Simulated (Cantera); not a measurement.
## Thermodynamics of aluminium nitride and oxide growth, feed Al(CH3)3 + N2 + H2

Charge: 1 mol Al(CH3)3, 1.9 mol N2, 75 mol H2, equilibrated at 56.3 Torr.

Equilibrium computed with Cantera from the NASA thermochemical tables; the gas is ideal and each condensed phase is pure. Candidate condensed phases: Al, AlN, C, C6H6, C7H8, C8H18; 97 gas species. The feed counts by its element totals alone. The numbers say what is thermodynamically allowed, not how fast it happens.

From 950 °C to 1700 °C the condensed part is AlN(s) + C(graphite). From 1775 °C to 1925 °C the condensed part is C(graphite).

| T (°C) | x H2 | x N2 | x H | x Al | x HCN | x C2H2 (acetylene) | x CH4 | n AlN(s) | n C(graphite) |
|---|---|---|---|---|---|---|---|---|---|
| 950 | 0.982 | 0.0173 | 1.09e-6 | <1e-12 | 1.25e-5 | 1.54e-7 | 0.000963 | 1.00 | 2.92 |
| 1025 | 0.982 | 0.0173 | 3.88e-6 | 7.95e-12 | 2.65e-5 | 5.48e-7 | 0.000576 | 1.00 | 2.95 |
| 1100 | 0.982 | 0.0173 | 1.21e-5 | 2.02e-10 | 5.17e-5 | 1.70e-6 | 0.000364 | 1.00 | 2.97 |
| 1175 | 0.982 | 0.0173 | 3.34e-5 | 3.66e-9 | 9.41e-5 | 4.67e-6 | 0.000241 | 1.00 | 2.97 |
| 1250 | 0.982 | 0.0172 | 8.36e-5 | 4.96e-8 | 0.000161 | 1.16e-5 | 0.000167 | 1.000 | 2.97 |
| 1325 | 0.982 | 0.0172 | 0.000193 | 5.25e-7 | 0.000263 | 2.65e-5 | 0.000119 | 1.000 | 2.96 |
| 1400 | 0.982 | 0.0171 | 0.000412 | 4.49e-6 | 0.000408 | 5.59e-5 | 8.78e-5 | 1.000 | 2.95 |
| 1475 | 0.981 | 0.0170 | 0.000826 | 3.19e-5 | 0.000611 | 0.000111 | 6.64e-5 | 0.997 | 2.93 |
| 1550 | 0.980 | 0.0169 | 0.00157 | 0.000192 | 0.000884 | 0.000207 | 5.14e-5 | 0.983 | 2.89 |
| 1625 | 0.977 | 0.0171 | 0.00282 | 0.000992 | 0.00125 | 0.000368 | 4.05e-5 | 0.912 | 2.83 |
| 1700 | 0.969 | 0.0186 | 0.00485 | 0.00436 | 0.00178 | 0.000621 | 3.22e-5 | 0.615 | 2.74 |
| 1775 | 0.955 | 0.0216 | 0.00799 | 0.0113 | 0.00255 | 0.00100 | 2.56e-5 | 0 | 2.61 |
| 1850 | 0.949 | 0.0212 | 0.0128 | 0.0114 | 0.00330 | 0.00157 | 2.11e-5 | 0 | 2.44 |
| 1925 | 0.941 | 0.0206 | 0.0197 | 0.0114 | 0.00417 | 0.00238 | 1.75e-5 | 0 | 2.23 |
x: gas mole fraction; n: condensed amount in mol.
